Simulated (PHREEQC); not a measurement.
Consider water at 10 °C with 57 mmol/kgw KH2PO4, 1.5 mmol/kgw Na2HPO4, 0.047 mmol/kgw NaCl and 3 mmol/kgw HCl. Closed to the air; pH follows from the charge balance.

Model: ion-association model, phreeqc.dat, run in PHREEQC.

This is a speciation only: nothing precipitates in the calculation.

Predict the pH.

pH 3.65.

In which forms is P present?

H2PO4- 98 %, H3PO4 2.2 % of the P.

Species that the database lacks are ignored. At this temperature some constants are extrapolated from 25 °C, and those without enthalpy data are left unchanged.
